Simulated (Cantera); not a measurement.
SiH₂Cl₂ + NO + N₂ (silicon oxide and oxynitride deposition)

Input: 1 mol SiH₂Cl₂, 0.45 mol NO, a varied amount of N₂, held at 1200 Pa.

Equilibrium computed with Cantera from the NASA thermochemical tables; the gas is ideal and each condensed phase is pure. Candidate condensed phases: H₂O, NH₄Cl, Si, SiO₂, Si₂N₂O, Si₃N₄; 47 gas species. Mutual solubility and eutectic melting of coexisting phases are not modelled. The tables' values for SiCl₃ are old estimates. Rates play no part.

Map the stable condensed phases over T = 427, 477, 527, 577, 627, 677, 727, 777, 827 °C and n(N₂) in mol = 12, 19, 29, 45, 69, 110, 160.


```
T in °C \ n(N₂) in mol
          12  19  29  45  69 110 160
    827    A   A   A   A   A   B   B
    777    A   A   A   A   A   B   B
    727    A   A   A   A   A   A   B
    677    A   A   A   A   A   A   B
    627    A   A   A   A   A   A   A
    577    A   A   A   A   A   A   A
    527    A   A   A   A   A   A   A
    477    A   A   A   A   A   A   A
    427    A   A   A   A   A   A   A
```
A: Si₂N₂O; B: Si₂N₂O + Si₃N₄.
